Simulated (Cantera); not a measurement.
Cantera run:

```python
import numpy as np
import cantera as ct

gas_names = """
    CL CLO CL2 H HCL HNO HNO2 HNO3 HOCL HO2 H2 H2O H2O2 Mg MgCL MgCL2 MgH MgN MgO MgOH MgO2H2 Mg2 N NH
    NH2 NH3 NH2OH NO NO2 NO3 N2 N2H2 N2H4 N2O O OH O2 O3
""".split()
cond_names = """
    H2O(s) H2O(L) Mg(cr) Mg(L) MgCL2(s) MgCL2(L) MgO(s) MgO(L) MgO2H2(s) NH4CL(a) NH4CL(b)
""".split()


# ... load() reads the species with a 1 bar reference pressure and builds the phases ...
atoms = {
    'MgO': {'Mg': 1, 'O': 1},
    'HCl': {'H': 1, 'CL': 1},
    'N2': {'N': 2},
}
top_T = {}  # K; cautious upper limits of use, not melting points


# ... equilibrate(T, P, feed) seeds the gas with the atoms and calls Mixture.equilibrate('TP', solver="vcs", rtol=1e-11, max_steps=5000) ...
results = []
feed = {'MgO': 1, 'HCl': 11, 'N2': 1.2}  # mol
P = 19  # Pa
for T in [1198, 1298, 1398, 1498, 1598, 1698, 1798]:
    mix = equilibrate(T, P, feed)
    results.append((T, P, feed, dict(zip(mix.species_names, mix.species_moles))))

top = {s: max(r[3][s] / sum(r[3][g] for g in gas_names) for r in results) for s in gas_names}
cols = sorted((s for s in top if top[s] > 0.001), key=lambda s: -top[s])[:5]
seen = [c for c in cond_names if any(r[3].get(c, 0) > 1e-12 for r in results)]
print("log10 of partial pressures in bar; condensed amounts in mol")
print(f"{'T/K':>10s}" + "".join(f"{s[:9]:>10s}" for s in cols + seen))
for T, P, feed, n in results:
    ng = sum(n[g] for g in gas_names)
    print(f"{T:10.4g}" + "".join(f"{np.log10(max(n[s] / ng * P / 1e5, 1e-99)):10.3f}" for s in cols)
          + "".join(f"{n.get(c, 0):10.4g}" for c in seen))
```

Result:

```
log10 of partial pressures in bar; condensed amounts in mol
       T/K       HCL        N2     MgCL2       H2O        CL    MgO(s)
      1198    -3.782    -4.729    -5.526    -5.526    -6.944    0.8085
      1298    -3.794    -4.729    -5.299    -5.299    -6.459     0.677
      1398    -3.811    -4.729    -5.113    -5.113    -6.046    0.5038
      1498    -3.834    -4.731    -4.962    -4.962    -5.694    0.2953
      1598    -3.865    -4.733    -4.841    -4.842    -5.392    0.0643
      1698    -3.887    -4.738    -4.818    -4.819    -5.120         0
      1798    -3.914    -4.745    -4.829    -4.830    -4.879         0
```

Method: chemical equilibrium by Gibbs-energy minimisation in Cantera with the NASA 1993 tables (ideal gas, pure condensed phases).
